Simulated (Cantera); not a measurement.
A Cantera script and its output.

```python
import numpy as np
import cantera as ct

gas = ct.Solution("gri30.yaml")
gas.TPX = 1300, 210000, {'CO': 0.0096, 'O2': 0.0085, 'H2O': 0.00028, 'N2': 1}
reactor = ct.IdealGasConstPressureReactor(gas, energy="off", clone=False)
net = ct.ReactorNet([reactor])
net.rtol, net.atol = 1e-08, 1e-18
show = ['CO', 'O2', 'H2O', 'CO2', 'H', 'H2']
times = np.geomspace(0.0002, 100, 15)

steps = ct.SolutionArray(gas, extra=["t"])
rows = []
print(f"{'t/s':>10s}{'T/K':>9s}{'P/Pa':>11s}" + "".join(f"{s:>11s}" for s in show))
for t in times:
    while net.time < t:
        t_next = net.step()
        steps.append(gas.state, t=t_next)
    rows.append([np.interp(t, steps.t, y) for y in (steps.T, steps.P, *steps(*show).X.T)])
    print(f"{t:10.3e}{rows[-1][0]:9.1f}{rows[-1][1]:11.4g}" + "".join(f"{x:11.3e}" for x in rows[-1][2:]))
rate = np.gradient(steps.T, steps.t)
print("integrator steps:", len(steps.t))
if steps.T.max() > steps.T[0] + 200:
    print(f"time of steepest temperature rise: {steps.t[rate.argmax()]:.4e} s")
gas.TPX = 1300, 210000, {'CO': 0.0096, 'O2': 0.0085, 'H2O': 0.00028, 'N2': 1}
gas.equilibrate("TP")
print(f"equilibrium (TP): T = {gas.T:.1f} K  " + "  ".join(f"{s} {gas[s].X[0]:.3e}" for s in show))
```

Output:

```
       t/s      T/K       P/Pa         CO         O2        H2O        CO2          H         H2
 2.000e-04   1300.0    2.1e+05  9.427e-03  8.347e-03  2.749e-04  7.799e-09  8.556e-11  1.187e-12
 5.106e-04   1300.0    2.1e+05  9.427e-03  8.347e-03  2.749e-04  2.584e-08  4.716e-10  1.710e-11
 1.304e-03   1300.0    2.1e+05  9.427e-03  8.346e-03  2.749e-04  1.582e-07  3.568e-09  2.861e-10
 3.328e-03   1300.0    2.1e+05  9.421e-03  8.342e-03  2.747e-04  5.934e-06  1.380e-07  2.122e-08
 8.498e-03   1300.0    2.1e+05  7.122e-03  7.071e-03  2.399e-04  2.314e-03  3.321e-05  8.996e-06
 2.170e-02   1300.0    2.1e+05  2.064e-03  4.634e-03  2.590e-04  7.397e-03  1.062e-05  5.105e-06
 5.539e-02   1300.0    2.1e+05  4.257e-04  3.850e-03  2.710e-04  9.044e-03  1.348e-06  1.304e-06
 1.414e-01   1300.0    2.1e+05  6.814e-05  3.680e-03  2.745e-04  9.403e-03  1.200e-07  2.056e-07
 3.611e-01   1300.0    2.1e+05  8.178e-06  3.652e-03  2.755e-04  9.463e-03  9.184e-09  2.788e-08
 9.218e-01   1300.0    2.1e+05  8.325e-07  3.649e-03  2.759e-04  9.471e-03  7.614e-10  4.610e-09
 2.354e+00   1300.0    2.1e+05  1.028e-07  3.649e-03  2.761e-04  9.471e-03  7.312e-11  9.236e-10
 6.009e+00   1300.0    2.1e+05  2.353e-08  3.649e-03  2.762e-04  9.471e-03  1.697e-11  3.365e-10
 1.534e+01   1300.0    2.1e+05  1.673e-08  3.649e-03  2.762e-04  9.471e-03  1.280e-11  2.763e-10
 3.917e+01   1300.0    2.1e+05  1.666e-08  3.649e-03  2.762e-04  9.471e-03  1.276e-11  2.756e-10
 1.000e+02   1300.0    2.1e+05  1.666e-08  3.649e-03  2.762e-04  9.471e-03  1.276e-11  2.756e-10
integrator steps: 1709
equilibrium (TP): T = 1300.0 K  CO 1.672e-08  O2 3.621e-03  H2O 2.762e-04  CO2 9.471e-03  H 1.278e-11  H2 2.767e-10
```

Model: GRI-Mech 3.0 (53 species, 325 reactions), integrated in Cantera.
